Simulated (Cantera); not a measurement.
# Moist CO burnout

An isothermal, constant-pressure homogeneous reactor starts with 0.204 % CO, 0.370 % O2, 2.14 % H2O, 97.3 % N2, at 1025 K and 0.130 bar.

Cantera simulation using GRI-Mech 3.0 (53 species, 325 reactions); the numbers are that mechanism's predictions, not measurements.

```csv
t (s),x CO,x O2,x H2O,x OH,x HO2,x O
0.000200,0.00204,0.00370,0.0214,<1e-12,<1e-12,<1e-12
0.000535,0.00204,0.00370,0.0214,<1e-12,<1e-12,<1e-12
0.00143,0.00204,0.00370,0.0214,<1e-12,<1e-12,2.44e-12
0.00382,0.00204,0.00370,0.0214,1.84e-12,<1e-12,6.04e-12
0.0102,0.00204,0.00370,0.0214,1.03e-11,1.94e-12,1.88e-11
0.0273,0.00204,0.00370,0.0214,1.53e-10,5.40e-11,2.17e-10
0.0731,0.00204,0.00370,0.0214,9.13e-8,3.34e-8,1.26e-7
0.196,0.000763,0.00315,0.0211,4.18e-5,2.76e-7,4.63e-5
0.523,4.30e-5,0.00271,0.0214,1.46e-5,1.58e-7,4.93e-6
1.40,4.39e-6,0.00268,0.0214,4.65e-6,3.97e-8,4.76e-7
3.74,5.09e-7,0.00268,0.0214,1.80e-6,6.64e-9,6.78e-8
10.0,4.98e-8,0.00268,0.0214,7.82e-7,1.18e-9,1.26e-8
```
x: mole fraction; the columns are a selection and need not sum to one.

Equilibrium at this temperature and pressure: CO 1.54e-11, O2 0.00268, H2O 0.0214, OH 4.81e-8, HO2 1.45e-11, O 4.77e-11 (gas phase only).
